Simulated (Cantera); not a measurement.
What does this Cantera script print?

```python
import numpy as np
import cantera as ct

surf = ct.Interface("ptcombust.yaml", "Pt_surf")
gas = surf.adjacent["gas"]
gas.TPX = 625, 39000, {'CO': 0.003, 'O2': 0.025, 'N2': 0.79, 'H2O': 0.0074}
surf.TP = 625, 39000
reactor = ct.FlowReactor(gas, clone=False)
reactor.area = 0.0001  # m2
reactor.surface_area_to_volume_ratio = 1400  # 1/m
reactor.mass_flow_rate = 0.079 * reactor.area * gas.density  # inlet velocity 0.079 m/s
reactor.energy_enabled = False
wall = ct.ReactorSurface(surf, reactor, clone=False)
net = ct.ReactorNet([reactor])
net.rtol, net.atol = 1e-8, 1e-16
show, cover = ['CO', 'O2', 'H2O', 'CO2'], ['PT(S)', 'H(S)', 'O(S)', 'OH(S)', 'CO(S)', 'C(S)']

rows = []
print(f"{'z/m':>9s}{'u/(m/s)':>9s}" + "".join(f"{s:>13s}" for s in show + cover))
for z in [0.00088, 0.0015, 0.0025, 0.0041, 0.0068, 0.011, 0.019, 0.032, 0.053, 0.088]:
    net.advance(z)
    rows.append([reactor.speed, *gas[show].X, *surf[cover].coverages])
    print(f"{z:9.4g}{rows[-1][0]:9.3g}" + "".join(f"{x:13.4e}" for x in rows[-1][1:]))
```

Result:

```
      z/m  u/(m/s)           CO           O2          H2O          CO2        PT(S)         H(S)         O(S)        OH(S)        CO(S)         C(S)
  0.00088   0.0789   1.1814e-03   2.9097e-02   8.9764e-03   2.4576e-03   7.4703e-03   5.6141e-11   9.9045e-01   1.7598e-03   3.1929e-04   4.8344e-20
   0.0015   0.0789   1.0091e-03   2.9013e-02   8.9771e-03   2.6303e-03   6.6693e-03   4.7336e-11   9.9145e-01   1.6637e-03   2.1715e-04   2.9324e-20
   0.0025   0.0789   8.2136e-04   2.8922e-02   8.9780e-03   2.8184e-03   6.0387e-03   4.0769e-11   9.9223e-01   1.5837e-03   1.4479e-04   1.7690e-20
   0.0041   0.0789   6.2458e-04   2.8826e-02   8.9789e-03   3.0155e-03   5.5404e-03   3.5820e-11   9.9285e-01   1.5176e-03   9.2627e-05   1.0377e-20
   0.0068   0.0789   4.2149e-04   2.8728e-02   8.9798e-03   3.2190e-03   5.1382e-03   3.1985e-11   9.9335e-01   1.4619e-03   5.3736e-05   5.5800e-21
    0.011   0.0789   2.4642e-04   2.8643e-02   8.9806e-03   3.3943e-03   4.8546e-03   2.9369e-11   9.9370e-01   1.4213e-03   2.8034e-05   2.7494e-21
    0.019   0.0789   9.7796e-05   2.8570e-02   8.9812e-03   3.5432e-03   4.6479e-03   2.7511e-11   9.9395e-01   1.3909e-03   1.0196e-05   9.5710e-22
    0.032   0.0789   2.3807e-05   2.8534e-02   8.9816e-03   3.6174e-03   4.5544e-03   2.6684e-11   9.9407e-01   1.3770e-03   2.3829e-06   2.1917e-22
    0.053   0.0789   2.5592e-06   2.8524e-02   8.9817e-03   3.6387e-03   4.5286e-03   2.6458e-11   9.9410e-01   1.3731e-03   2.5326e-07   2.3161e-23
    0.088   0.0789   6.3291e-08   2.8523e-02   8.9817e-03   3.6412e-03   4.5256e-03   2.6431e-11   9.9410e-01   1.3726e-03   6.2549e-09   5.7165e-25
```

Detailed kinetics in Cantera: Deutschmann's 1995 Pt surface mechanism with GRI-Mech 3.0 gas chemistry. Catalytic surfaces can have several steady states; this one follows from the mechanism file's or the stated starting coverage. Mass transfer to the wall is taken as infinitely fast.
